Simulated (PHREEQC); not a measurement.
Consider water at 25 °C with 0.034 mol CuSO4, 0.043 mol HNO3 and 0.028 mol NaCl per kg of water. Closed to the air; pH follows from the charge balance.

Equilibrium calculation in PHREEQC: ion-association model, phreeqc.dat.

Each row changes one thing in this solution. This is a speciation only: nothing precipitates in the calculation.

```csv
case,pH,ionic strength (mol/kgw),Cu+2 (mol/kgw),HSO4- (mol/kgw),SO4-2 (mol/kgw),CuSO4 (mol/kgw),SI of Halite (NaCl)
as made,1.61,0.148,0.0257,0.0130,0.0128,0.00760,-4.94
temperature from 25 to 70 °C,1.73,0.137,0.0247,?,0.00845,0.00556,-5.04
HNO3 from 0.043 to 0.215 mol/kgw,0.83,?,0.0311,?,?,0.00225,-4.99
temperature from 25 to 40 °C,1.65,0.145,0.0256,0.0150,0.0114,?,-4.97
```

Complete the blanks.


- temperature from 25 to 70 °C, HSO4- (mol/kgw): 0.0195
- HNO3 from 0.043 to 0.215 mol/kgw, ionic strength (mol/kgw): 0.316
- HNO3 from 0.043 to 0.215 mol/kgw, HSO4- (mol/kgw): 0.0261
- HNO3 from 0.043 to 0.215 mol/kgw, SO4-2 (mol/kgw): 0.00543
- temperature from 25 to 40 °C, CuSO4 (mol/kgw): 0.00712

Away from 25 °C the constants follow the database's enthalpies or fits; those with neither stay at their 25 °C values.
